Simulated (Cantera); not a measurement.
What does this Cantera script print?

```python
import numpy as np
import cantera as ct

gas = ct.Solution("gri30.yaml")


def delay(T, t_max=10):
    gas.TPX = T, 74000, {'H2': 1, 'O2': 0.588, 'N2': 2.21}
    reactor = ct.IdealGasConstPressureReactor(gas, clone=False)
    net = ct.ReactorNet([reactor])
    net.rtol, net.atol = 1e-8, 1e-16
    while net.time < t_max:
        t_old, T_old = net.time, reactor.T
        net.step()
        if reactor.T > T + 400:  # ignition: a rise of 400 K
            return t_old + (T + 400 - T_old) / (reactor.T - T_old) * (net.time - t_old)
    return np.nan


taus = []
for T in [1148, 1198, 1248, 1298, 1348, 1398, 1448, 1498, 1548]:
    taus.append(delay(T))
    print(f"T0 = {T:6g} K   tau = {taus[-1]:.4e} s")
```

It prints:

```
T0 =   1148 K   tau = 8.4517e-05 s
T0 =   1198 K   tau = 6.4949e-05 s
T0 =   1248 K   tau = 5.2201e-05 s
T0 =   1298 K   tau = 4.3590e-05 s
T0 =   1348 K   tau = 3.7665e-05 s
T0 =   1398 K   tau = 3.3579e-05 s
T0 =   1448 K   tau = 3.0807e-05 s
T0 =   1498 K   tau = 2.9010e-05 s
T0 =   1548 K   tau = 2.7961e-05 s
```

Detailed kinetics in Cantera: GRI-Mech 3.0 (53 species, 325 reactions). Where the delays flatten at high temperature, the 400 K rule measures the pace of heat release, not the induction time.
